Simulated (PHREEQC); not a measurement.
Make-up at 25 °C: 2 mol/kgw KCl and 0.37 mol/kgw NaHCO3. Closed to the air; pH follows from the charge balance.

Model: Pitzer model, pitzer.dat, run in PHREEQC.

This is a speciation only: nothing precipitates in the calculation.

Task: Estimate the pH, ionic strength, activity of water.

Result: pH 7.72; ionic strength 2.38 mol/kgw; activity of water 0.924.

Task: In which forms is C present?

Result: HCO3- 96 %, CO2 1.8 %, CO3-2 1.8 % of the C.

Species that the database lacks are ignored. In brines, pH and single-ion activities rest on the MacInnes convention.
